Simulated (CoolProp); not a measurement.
C3F8 (R218) along the isotherm -37.55 °C: density (kg/m³) from the reference equation and from simpler models built on Tc = 71.9 °C, pc = 26.40 bar, ω = 0.317; each cubic takes its own stable root.

The numbers come from the reference Helmholtz-energy equation of state, Lemmon 2006 in CoolProp. It is a short technical equation, of lower accuracy than the large ones.

```json
[
 {"p (bar)": "0.417", "phase": "gas", "reference": "4.089", "Redlich-Kwong": "4.066", "Soave-Redlich-Kwong": "4.076"},
 {"p (bar)": "0.63", "phase": "gas", "reference": "6.250", "Redlich-Kwong": "6.195", "Soave-Redlich-Kwong": "6.217"},
 {"p (bar)": "0.95", "phase": "gas", "reference": "9.602", "Redlich-Kwong": "9.464", "Soave-Redlich-Kwong": "9.517"},
 {"p (bar)": "1.43", "phase": "liquid", "reference": "1615", "Redlich-Kwong": "14.54", "Soave-Redlich-Kwong": "1530"},
 {"p (bar)": "2.16", "phase": "liquid", "reference": "1615", "Redlich-Kwong": "1458", "Soave-Redlich-Kwong": "1531"},
 {"p (bar)": "3.26", "phase": "liquid", "reference": "1616", "Redlich-Kwong": "1459", "Soave-Redlich-Kwong": "1532"},
 {"p (bar)": "4.92", "phase": "liquid", "reference": "1616", "Redlich-Kwong": "1461", "Soave-Redlich-Kwong": "1533"},
 {"p (bar)": "7.42", "phase": "liquid", "reference": "1618", "Redlich-Kwong": "1464", "Soave-Redlich-Kwong": "1535"},
 {"p (bar)": "11.2", "phase": "liquid", "reference": "1619", "Redlich-Kwong": "1469", "Soave-Redlich-Kwong": "1538"},
 {"p (bar)": "16.9", "phase": "liquid", "reference": "1622", "Redlich-Kwong": "1475", "Soave-Redlich-Kwong": "1543"},
 {"p (bar)": "25.5", "phase": "liquid", "reference": "1626", "Redlich-Kwong": "1484", "Soave-Redlich-Kwong": "1549"},
 {"p (bar)": "38.4", "phase": "liquid", "reference": "1632", "Redlich-Kwong": "1497", "Soave-Redlich-Kwong": "1558"},
 {"p (bar)": "58", "phase": "liquid", "reference": "1640", "Redlich-Kwong": "1515", "Soave-Redlich-Kwong": "1571"},
 {"p (bar)": "87.5", "phase": "liquid", "reference": "1651", "Redlich-Kwong": "1538", "Soave-Redlich-Kwong": "1589"},
 {"p (bar)": "132", "phase": "liquid", "reference": "1667", "Redlich-Kwong": "1568", "Soave-Redlich-Kwong": "1612"}
]
```

At some of these states Redlich-Kwong gives the other phase, because its saturation line lies elsewhere.
